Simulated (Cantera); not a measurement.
A closed system holds: 1 mol SiCl₄, 2.7 mol N₂O, 46 mol N₂, 0.086 mol O₂, at 1473.15 K and 19.0 mbar.

Cantera equilibrium calculation (NASA polynomials, part measured and part estimated; ideal gas, pure solids and liquids). Candidate condensed phases: Si, SiO₂, Si₂N₂O, Si₃N₄; 23 gas species. The tables hold silica as quartz up to 1696 K and as liquid above; real silica turns to tridymite and cristobalite and melts near 1996 K. Kinetics and transport are ignored.

Base state: N₂ 0.931, Cl 0.0445, Cl₂ 0.0160, O₂ 0.00821, NO 0.000230, ClO 1.42e-5 (mole fractions); condensed: SiO₂(β-quartz).

Question: What changes in the equilibrium state with this change: temperature from 1473.15 K to 1850 K?

Answer: 
| species | before | after |
|---|---|---|
| N₂ | 0.931 | 0.917 |
| Cl | 0.0445 | 0.0740 |
| O₂ | 0.00821 | 0.00764 |
| Cl₂ | 0.0160 | 0.000659 |
| O | 1.84e-6 | 0.000122 |
| NO | 0.000230 | 0.00101 |
| SiO₂(β-quartz), mol | 1.000 | 0 |
| SiO₂(condensed), mol | 0 | 1.000 |

Question: What changes in the equilibrium state with this change: pressure from 19.0 mbar to 0.220 bar?

Answer: 
| species | before | after |
|---|---|---|
| N₂ | 0.931 | 0.944 |
| Cl₂ | 0.0160 | 0.0298 |
| Cl | 0.0445 | 0.0179 |
| ClO | 1.42e-5 | 1.95e-5 |
| NO | 0.000230 | 0.000233 |
| SiO₂(β-quartz), mol | 1.000 | 1.000 |

Question: What changes in the equilibrium state with this change: O₂ from 0.086 to 13 mol?

Answer: 
```
species                before    after
-------------------  --------  -------
N₂                      0.931    0.745
O₂                    0.00821    0.204
Cl                     0.0445   0.0380
Cl₂                    0.0160   0.0116
NO                   0.000230  0.00103
ClO                   1.42e-5  6.02e-5
SiO₂(β-quartz), mol     1.000     1.00
```
